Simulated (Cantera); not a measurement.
**Fe2O3 + HCl (oxide etching and cleaning by halides)**

Charge: 1 mol Fe2O3, 22 mol HCl, equilibrated at 1102 °C and 0.00190 bar.

Equilibrium computed with Cantera from the NASA thermochemical tables; the gas is ideal and each condensed phase is pure. Candidate condensed phases: Fe, FeCl2, FeCl3, FeO, Fe(OH)2, Fe(OH)3, Fe2O3, Fe3O4, H2O; 22 gas species. Equilibrium is a limit: real reactors are often held back by kinetics, nucleation or transport.

```
Item                                       Value
-------------------------------------  ---------
x(HCl)                                     0.772
x(H2O)                                     0.101
x(FeCl2)                                  0.0874
x(Cl)                                     0.0211
x(O2)                                     0.0158
x(Cl2)                                   0.00155
x(FeCl3)                                 0.00113
x(OH)                                    6.02e-5
x(H2)                                    5.65e-6
gas amount                             22.58 mol
log10 activity of FeCl2(l) (absent)        -4.00
log10 activity of Fe(γ) (absent)           -5.85
log10 activity of Fe(OH)2(s) (absent)     -10.32
```
